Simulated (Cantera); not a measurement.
An isothermal, constant-pressure homogeneous reactor starts with 0.715 % H2, 99.3 % O2, equivalence ratio 0.0036, at 1050 K and 0.0133 bar.

Cantera simulation using the H2/O2 subset of GRI-Mech 3.0, which has no nitrogen chemistry; the numbers are that mechanism's predictions, not measurements. Radical loss at walls, strong at low pressure, is not modelled.

One state of this run: x H2 = 1.04e-7; x O2 = 0.993; x H2O2 = 4.65e-9; x OH = 2.15e-5; x H = 8.54e-8. x: mole fraction; the columns are a selection and need not sum to one.

Q: Which value of t (s) does it belong to?
(A) 9.90
(B) 0.0306
(C) 0.000953
(D) 3.12

A: D, 3.12
